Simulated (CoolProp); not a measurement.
A closed Brayton cycle with nitrogen: compressor inlet 305.15 K and 7.3 MPa, high pressure 13.3 MPa, turbine inlet 795 K, compressor efficiency 0.85, turbine efficiency 0.85, recuperator effectiveness 0.8 (on enthalpy, no pinch check). Each further row changes one setting.

Values from CoolProp's reference Helmholtz-energy equation of state, Span 2000.

| case | thermal efficiency (%) | net work (kJ/kg) | compressor to turbine work | compressor exit (K) | turbine exit (K) |
|---|---|---|---|---|---|
| as stated | 23.1 | 44.3 | 0.62 | 373.2 | 694.6 |
| turbine inlet 745 K | 21.3 | 37.1 | ? | 373.2 | 649.9 |
| compressor inlet 315.15 K | ? | 41.7 | 0.64 | 385.4 | 694.6 |
| high pressure 11.3 MPa | 20.7 | 35.4 | ? | ? | ? |
| recuperator effectiveness 0.5 | 14.9 | 44.3 | 0.62 | 373.2 | 694.6 |

Task: Some entries are withheld; supply them.

Result: 
- turbine inlet 745 K, compressor to turbine work: 0.66
- compressor inlet 315.15 K, thermal efficiency (%): 22.2
- high pressure 11.3 MPa, compressor to turbine work: 0.59
- high pressure 11.3 MPa, compressor exit (K): 353.5
- high pressure 11.3 MPa, turbine exit (K): 720.5
